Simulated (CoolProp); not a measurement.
Aqueous potassium formate as a coolant, at -4 °C, 1 atm.

Model: Melinder's fits for secondary coolants, in CoolProp.

```csv
mass %,freezing point (°C),viscosity (mPa s),density (kg/m³),cp (kJ/(kg K)),conductivity (W/(m K))
10.7,-5.3,2.27,1069,3.780,0.542
14.6,-7.7,2.35,1093,3.628,0.537
18.5,-10.5,2.48,1119,3.483,0.531
22.4,-13.6,2.64,1145,3.345,0.525
26.4,-17.3,2.82,1173,3.212,0.518
30.3,-21.5,3.02,1201,3.093,0.511
34.2,-26.4,3.22,1229,2.983,0.503
```
